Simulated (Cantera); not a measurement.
## NO annealing gas

A perfectly stirred reactor is fed with 63.7 % NO, 36.3 % N2, at 3600 Pa; it is held at 1898 K, and followed from long to short residence time.

Computed with Cantera and GRI-Mech 3.0 (53 species, 325 reactions). Radical loss at walls, strong at low pressure, is not modelled.

| τ (s) | x NO | x N2O | x O | x NO2 | x N2 | x O2 |
|---|---|---|---|---|---|---|
| 4.1 | 0.540 | 9.84e-5 | 0.000394 | 9.91e-5 | 0.412 | 0.0483 |
| 1.9 | 0.591 | 0.000124 | 0.000305 | 7.65e-5 | 0.386 | 0.0225 |
| 0.90 | 0.616 | 0.000138 | 0.000248 | 5.91e-5 | 0.373 | 0.0103 |
| 0.42 | 0.627 | 0.000142 | 0.000214 | 4.79e-5 | 0.368 | 0.00461 |
| 0.20 | 0.632 | 0.000140 | 0.000192 | 4.13e-5 | 0.365 | 0.00206 |
| 0.092 | 0.635 | 0.000129 | 0.000171 | 3.62e-5 | 0.364 | 0.000837 |
| 0.043 | 0.636 | 0.000108 | 0.000144 | 3.08e-5 | 0.363 | 0.000310 |
| 0.020 | 0.637 | 8.00e-5 | 0.000106 | 2.30e-5 | 0.363 | 9.21e-5 |
| 0.0093 | 0.637 | 5.07e-5 | 6.40e-5 | 1.32e-5 | 0.363 | 2.02e-5 |
x: mole fraction; the columns are a selection and need not sum to one.
